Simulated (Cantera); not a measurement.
Gas mixture: N2 = 0.62 (molar parts), at 1.28 atm, frozen composition.

Cantera's kinetic-theory transport with the Lennard-Jones parameters of GRI-Mech 3.0, ideal gas; thermal conductivity in the multicomponent form.

D: mixture-averaged diffusion coefficient of that species in the mixture.

```json
[
 {"T (K)": "400", "ρ (kg/m³)": "1.10", "cp (J/kg/K)": "1047", "μ (µPa s)": "22.3", "λ (mW/m/K)": "32.9", "Pr": "0.710", "D (cm²/s) N2": "0.000", "D (cm²/s) OH": "[?]", "D (cm²/s) O": "0.416"},
 {"T (K)": "600", "ρ (kg/m³)": "0.730", "cp (J/kg/K)": "1074", "μ (µPa s)": "29.6", "λ (mW/m/K)": "45.0", "Pr": "0.706", "D (cm²/s) N2": "0.000", "D (cm²/s) OH": "[?]", "D (cm²/s) O": "0.828"},
 {"T (K)": "800", "ρ (kg/m³)": "0.548", "cp (J/kg/K)": "1121", "μ (µPa s)": "35.8", "λ (mW/m/K)": "56.9", "Pr": "0.706", "D (cm²/s) N2": "0.000", "D (cm²/s) OH": "[?]", "D (cm²/s) O": "1.34"},
 {"T (K)": "1000", "ρ (kg/m³)": "0.438", "cp (J/kg/K)": "1169", "μ (µPa s)": "41.5", "λ (mW/m/K)": "68.8", "Pr": "0.706", "D (cm²/s) N2": "0.000", "D (cm²/s) OH": "[?]", "D (cm²/s) O": "1.95"},
 {"T (K)": "1200", "ρ (kg/m³)": "0.365", "cp (J/kg/K)": "1203", "μ (µPa s)": "46.7", "λ (mW/m/K)": "79.7", "Pr": "0.706", "D (cm²/s) N2": "0.000", "D (cm²/s) OH": "[?]", "D (cm²/s) O": "2.63"},
 {"T (K)": "1400", "ρ (kg/m³)": "0.313", "cp (J/kg/K)": "1231", "μ (µPa s)": "51.6", "λ (mW/m/K)": "90.1", "Pr": "0.706", "D (cm²/s) N2": "0.000", "D (cm²/s) OH": "[?]", "D (cm²/s) O": "3.40"},
 {"T (K)": "1600", "ρ (kg/m³)": "0.274", "cp (J/kg/K)": "1253", "μ (µPa s)": "56.3", "λ (mW/m/K)": "100", "Pr": "0.705", "D (cm²/s) N2": "0.000", "D (cm²/s) OH": "[?]", "D (cm²/s) O": "4.25"}
]
```

Q: Some entries are withheld; supply them.

A: 
- 400, D (cm²/s) OH: 0.408
- 600, D (cm²/s) OH: 0.812
- 800, D (cm²/s) OH: 1.32
- 1000, D (cm²/s) OH: 1.91
- 1200, D (cm²/s) OH: 2.58
- 1400, D (cm²/s) OH: 3.34
- 1600, D (cm²/s) OH: 4.16
